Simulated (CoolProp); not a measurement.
A single-stage vapour-compression cycle with R1132(E): evaporating at 279.15 K (dew point), condensing at 326.15 K (bubble point), superheat 8 K, subcooling 5 K, compressor efficiency 0.75, no pressure losses. Each further row changes one setting.

The numbers come from the reference Helmholtz-energy equation of state, Akasaka 2024 in CoolProp.

```
case                              cooling COP  pressure ratio  discharge temperature (K)  refrigerating effect (kJ/kg)  volumetric capacity (kJ/m³)
--------------------------------  -----------  --------------  -------------------------  ----------------------------  ---------------------------
as stated                                3.26            3.29                      360.5                           171                         5260
evaporating temperature 284.15 K         3.79            2.84                          ?                             ?                         6170
condensing temperature 321.15 K          3.82            2.94                      353.2                           182                            ?
subcooling 10 K                          3.47            3.29                      360.5                           182                            ?
superheat 18 K                              ?            3.29                          ?                           182                            ?
compressor efficiency 0.65               2.82            3.29                      366.4                           171                         5260
```

Question: Some entries are withheld; supply them.

Answer: 
- evaporating temperature 284.15 K, discharge temperature (K): 357.3
- evaporating temperature 284.15 K, refrigerating effect (kJ/kg): 174
- condensing temperature 321.15 K, volumetric capacity (kJ/m³): 5580
- subcooling 10 K, volumetric capacity (kJ/m³): 5600
- superheat 18 K, cooling COP: 3.27
- superheat 18 K, discharge temperature (K): 371.0
- superheat 18 K, volumetric capacity (kJ/m³): 5300
